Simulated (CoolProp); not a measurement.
c-C4F8 (RC318) along the isotherm -34.85 °C: Z from the reference equation and from simpler models built on Tc = 115.2 °C, pc = 27.78 bar, ω = 0.355; each cubic takes its own stable root.

The numbers come from the reference Helmholtz-energy equation of state, Platzer 1990 in CoolProp. This equation is an older, rougher fit; its heat capacities, sound speeds and derivatives of the liquid may be far off and weren't checked against measurements.

```tsv
p (bar)	phase	reference	Redlich-Kwong	Peng-Robinson
1.74	liquid	[?]	[?]	0.009627
3.47	liquid	0.02044	0.02266	0.01919
5.21	liquid	0.03067	[?]	0.02880
6.94	liquid	0.04084	[?]	0.03835
8.68	liquid	[?]	[?]	0.04794
10.4	liquid	0.06117	[?]	0.05742
12.2	liquid	0.07173	0.07933	0.06733
13.9	liquid	[?]	0.09031	0.07668
```

**Question.** Fill in the missing entries.

**Answer.** 
- 1.74, reference: 0.01025
- 1.74, Redlich-Kwong: 0.01137
- 5.21, Redlich-Kwong: 0.03399
- 6.94, Redlich-Kwong: 0.04524
- 8.68, reference: 0.05107
- 8.68, Redlich-Kwong: 0.05653
- 10.4, Redlich-Kwong: 0.06768
- 13.9, reference: 0.08170
